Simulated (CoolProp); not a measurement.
Saturation properties of R1123 (Tc = 58.6 °C, pc = 4.549 MPa, ω = 0.243).

Model: reference Helmholtz-energy equation of state, Akasaka 2020, in CoolProp.

```tsv
T (°C)	p (MPa)	liquid density (kg/m³)	vapour density (kg/m³)	enthalpy of vaporisation (kJ/kg)	liquid cp (kJ/(kg K))
-39.45	0.2766	1274	12.60	209.0	1.328
-35.15	0.3289	1259	14.87	205.5	1.339
-30.85	0.3885	1244	17.44	201.9	1.352
-26.55	0.4559	1229	20.35	198.2	1.366
-22.25	0.5318	1213	23.64	194.3	1.381
-17.95	0.6167	1197	27.34	190.3	1.397
-13.65	0.7115	1180	31.50	186.2	1.415
-9.35	0.8166	1163	(withheld)	181.9	(withheld)
-5.05	(withheld)	1145	41.39	177.4	1.458
-0.85	1.058	1127	47.11	172.8	1.483
```

### Question
Complete the blanks.

### Answer

- -9.35, vapour density (kg/m³): 36.16
- -9.35, liquid cp (kJ/(kg K)): 1.436
- -5.05, p (MPa): 0.9330

It boils at -61.2 °C under 1 atm.
